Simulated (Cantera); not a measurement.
Charge: 1 mol BN, 45 mol H2, held at 0.133 bar.

Cantera equilibrium calculation (NASA polynomials, part measured and part estimated; ideal gas, pure solids and liquids). Candidate condensed phases: B, BN; 15 gas species. Mutual solubility and eutectic melting of coexisting phases are not modelled. Gases not in the tables: B2H6 and higher boranes. Rates play no part.

Q: Which condensed phases are stable at each of these points (T (°C)): 825, 925, 1025, 1125, 1225, 1325, 1425, 1525, 1625, 1725, 1825?

A: 
```tsv
T (°C)	condensed phases	B condensed (%)
825	BN(s)	100.0
925	BN(s)	100.0
1025	BN(s)	100.0
1125	BN(s)	100.0
1225	BN(s)	100.0
1325	BN(s)	100.0
1425	BN(s)	99.9
1525	BN(s)	99.5
1625	B(s) + BN(s)	98.8
1725	B(s) + BN(s)	97.9
1825	B(s) + BN(s)	96.3
```

From 825 °C to 1525 °C the condensed part is BN(s). From 1625 °C to 1825 °C the condensed part is B(s) + BN(s).
